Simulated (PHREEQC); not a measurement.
Make-up at 25 °C: 1.2 mmol/kgw H2SO4, 0.11 mmol/kgw NiSO4 and 2.6 mmol/kgw Na2SO4. Closed to the air; pH follows from the charge balance.

Equilibrium calculation in PHREEQC: ion-association model, wateq4f.dat.

Precipitation was switched off in this run.

**Question.** Estimate the pH.

**Answer.** pH 2.75.

**Question.** In which forms is Ni present?

**Answer.** Ni+2 78 %, NiSO4 22 % of the Ni.
